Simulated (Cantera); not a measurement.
Charge: 1 mol (CH3)2SiCl2, 0.027 mol C3H8, 15 mol H2, equilibrated at 5.63 Torr.

These are equilibrium values from Cantera (NASA tables, ideal gas, pure condensed phases), not measurements of a reactor. Candidate condensed phases: C, C6H6, C7H8, C8H18, Si, SiC; 109 gas species. The feed counts by its element totals alone. Equilibrium is a limit: real reactors are often held back by kinetics, nucleation or transport.

Over these rows the condensed part is C(graphite) + SiC(s). Partial pressures as log10 of bar:

```
T (K)  1000/T (1/K)  log p SiCl4  log p H2  log p HCl
-----  ------------  -----------  --------  ---------
1023         0.9775        -5.13     -2.17      -3.12
1073         0.9320        -5.58     -2.17      -3.11
1123         0.8905            ?     -2.17      -3.11
1173         0.8525        -6.42     -2.17      -3.11
1223         0.8177        -6.80     -2.17      -3.11
1273         0.7855        -7.14     -2.17      -3.11
```

Q: Fit log p(SiCl4) = a + b·(1000/T) to the five rows, give the apparent enthalpy, and predict the row at 1123 K.

A: Means: 1000/T = 0.8730, log p = -6.214. Sxy = 0.268338, Sxx = 0.0255358, so b = 10.51 and a = -6.214 − (10.51)×0.8730 = -15.39.
Apparent enthalpy: −19.145 × (10.51) = -201 kJ/mol. With the condensed phases at unit activity, SiC(s) + 4 HCl(g) = SiCl4(g) + C(graphite) + 2 H2(g) links this pressure to the main gases: over the six rows their terms move log p by +0.04 in all, so the slope is close to that reaction's ΔH°. The five rows lie within 0.01 of the line.
Prediction at 1123 K: -15.39 + (10.51)×0.8905 = -6.03. The computed value is -6.02, 0.01 from the line.
